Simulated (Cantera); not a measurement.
Charge: 1 mol SiO₂, 68 mol H₂, 2 mol H₂O, equilibrated at 1950 °C and 7.50 Torr.

These are equilibrium values from Cantera (NASA tables, ideal gas, pure condensed phases), not measurements of a reactor. Candidate condensed phases: H₂O, Si, SiO₂; 18 gas species. Rates play no part.

Base state: H₂ 0.885, H 0.0603, H₂O 0.0405, SiO 0.0137, OH 0.000399, O 1.89e-5 (mole fractions); condensed: gas only.

Q: What changes in the equilibrium state with this change: temperature from 1950 °C to 1827 °C?

A: 
```csv
species,before,after
H₂,0.885,0.915
H₂O,0.0405,0.0415
H,0.0603,0.0298
SiO,0.0137,0.0139
O,1.89e-5,3.73e-6
OH,0.000399,0.000161
```
